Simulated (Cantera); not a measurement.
A Cantera script and what it prints.

```python
import numpy as np
import cantera as ct

gas_names = """
    C CO COS CO2 CS CS2 C2 C2O C3 C3O2 C4 C5 Mg MgO MgS Mg2 O O2 O3 S SO SO2 SO3 S2 S2O S8
""".split()
cond_names = """
    C(gr) Mg(cr) Mg(L) MgCO3(s) MgO(s) MgO(L) MgS(s) MgSO4(s) MgSO4(L) S(cr1) S(cr2) S(L)
""".split()


# ... load() reads the species with a 1 bar reference pressure and builds the phases ...
atoms = {
    'MgSO4': {'Mg': 1, 'S': 1, 'O': 4},
    'O2': {'O': 2},
    'CO2': {'C': 1, 'O': 2},
}
top_T = {'C(gr)': 4500, 'MgS(s)': 2250}  # K; cautious upper limits of use, not melting points


# ... equilibrate(T, P, feed) seeds the gas with the atoms and calls Mixture.equilibrate('TP', solver="vcs", rtol=1e-11, max_steps=5000) ...
results = []
feed = {'MgSO4': 1, 'O2': 2.7, 'CO2': 0.07}  # mol
P = 47  # Pa
for T in [1423, 1498, 1573, 1648, 1723, 1798, 1873, 1948, 2023]:
    mix = equilibrate(T, P, feed)
    results.append((T, P, feed, dict(zip(mix.species_names, mix.species_moles))))

top = {s: max(r[3][s] / sum(r[3][g] for g in gas_names) for r in results) for s in gas_names}
cols = sorted((s for s in top if top[s] > 1e-06), key=lambda s: -top[s])[:8]
seen = [c for c in cond_names if any(r[3].get(c, 0) > 1e-12 for r in results)]
print("log10 of partial pressures in bar; condensed amounts in mol")
print(f"{'T/K':>10s}" + "".join(f"{s[:9]:>10s}" for s in cols + seen))
for T, P, feed, n in results:
    ng = sum(n[g] for g in gas_names)
    print(f"{T:10.4g}" + "".join(f"{np.log10(max(n[s] / ng * P / 1e5, 1e-99)):10.3f}" for s in cols)
          + "".join(f"{n.get(c, 0):10.4g}" for c in seen))
```

Output:

```
log10 of partial pressures in bar; condensed amounts in mol
       T/K        O2       SO2         O       CO2        SO        CO        Mg       SO3    MgO(s)
      1423    -3.453    -3.959    -7.597    -5.113    -9.256    -9.226   -14.380    -6.933         1
      1498    -3.453    -3.959    -7.130    -5.113    -8.700    -8.710   -13.029    -7.108         1
      1573    -3.453    -3.959    -6.708    -5.114    -8.199    -8.244   -11.809    -7.267         1
      1648    -3.454    -3.959    -6.323    -5.114    -7.742    -7.822   -10.701    -7.411         1
      1723    -3.454    -3.959    -5.972    -5.116    -7.326    -7.437    -9.692    -7.542         1
      1798    -3.456    -3.960    -5.651    -5.119    -6.945    -7.087    -8.767    -7.663         1
      1873    -3.458    -3.962    -5.355    -5.125    -6.595    -6.768    -7.918    -7.775    0.9999
      1948    -3.462    -3.965    -5.084    -5.137    -6.272    -6.478    -7.134    -7.881    0.9993
      2023    -3.469    -3.971    -4.833    -5.158    -5.975    -6.219    -6.407    -7.984    0.9961
```

Method: chemical equilibrium by Gibbs-energy minimisation in Cantera with the NASA 1993 tables (ideal gas, pure condensed phases).
